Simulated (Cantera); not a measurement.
Charge: 1 mol TiO2, 3 mol CO, equilibrated at 1725 K and 0.133 bar.

Cantera equilibrium calculation (NASA polynomials, part measured and part estimated; ideal gas, pure solids and liquids). Candidate condensed phases: C, Ti, TiC, TiO, TiO2, Ti2O3, Ti3O5, Ti4O7; 15 gas species. Mutual solubility and eutectic melting of coexisting phases are not modelled. Condensed phases not in the tables: Magnéli phases beyond Ti4O7. Rates play no part.

Base state: CO 0.981, CO2 0.0191 (mole fractions); condensed: TiO2(rutile) + Ti4O7(s).

What changes in the equilibrium state with this change: TiO2 replaced by PbO?


```
species            before     after
-----------------  ------  --------
CO                  0.981     0.501
CO2                0.0191     0.249
Pb                      0     0.249
PbO                     0  0.000609
Pb2                     0   7.40e-5
TiO2(rutile), mol   0.771         0
Ti4O7(s), mol      0.0573         0
```
Further candidate phases: Pb, PbO, PbO2, Pb3O4.
